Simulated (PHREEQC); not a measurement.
Solution (79 °C): 4.5 mmol/kgw CaCl2, 0.021 mmol/kgw CO2 and 27 mmol/kgw NaCl. Closed to the air; pH follows from the charge balance.

Equilibrium calculation in PHREEQC: Pitzer model, pitzer.dat.

### Question
The ionic strength comes out as 0.0405 mol/kgw. What activity coefficients do HCO3-, Na+, H+, Ca+2, Cl- get?

### Answer
HCO3- 0.87, Na+ 0.82, H+ 0.82, Ca+2 0.42, Cl- 0.81. Single-ion values are on the MacInnes scale.

This is a speciation only: nothing precipitates in the calculation. At this temperature some constants are extrapolated from 25 °C, and those without enthalpy data are left unchanged.
